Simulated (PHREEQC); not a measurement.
A column of 0.1 m (40 cells, dispersivity 0.005 m, 300 s a shift, diffusion coefficient 3e-10 m²/s) holds 0.028 eq of the database's cation exchanger X per kg of pore water, first in equilibrium with 0.014 mol/kgw MgCl2 and 1e-05 mol/kgw HCl. It is flushed with 0.033 mol/kgw Na2SO4, 0.00041 mol/kgw CuCl2 and 1e-05 mol/kgw HCl, at 40 °C. Values are for the last cell. CO2 from the air is kept out. No solid was allowed to form.

Base run: PHREEQC, ion-association model, phreeqc.dat. Each further column changes one thing. The table gives Na in solution (mol/kgw).

```csv
pore volumes,base,exchange capacity from 0.028 to 0.014 eq/kgw,dispersivity from 0.005 to 0.01 m
0,0,0,0
0.4125,5.07e-5,___,___
0.8125,0.0110,0.0145,0.0171
1.113,0.0308,0.0367,0.0334
1.512,0.0493,0.0546,0.0482
1.913,0.0573,___,___
2.212,0.0600,0.0630,0.0589
2.612,0.0621,0.0643,0.0613
3.013,0.0632,0.0650,0.0626
```

Some entries are withheld; supply them.


- 0.4125, exchange capacity from 0.028 to 0.014 eq/kgw: 9.17e-5
- 0.4125, dispersivity from 0.005 to 0.01 m: 0.000832
- 1.913, exchange capacity from 0.028 to 0.014 eq/kgw: 0.0610
- 1.913, dispersivity from 0.005 to 0.01 m: 0.0558

Constants without temperature data keep their 25 °C values here.
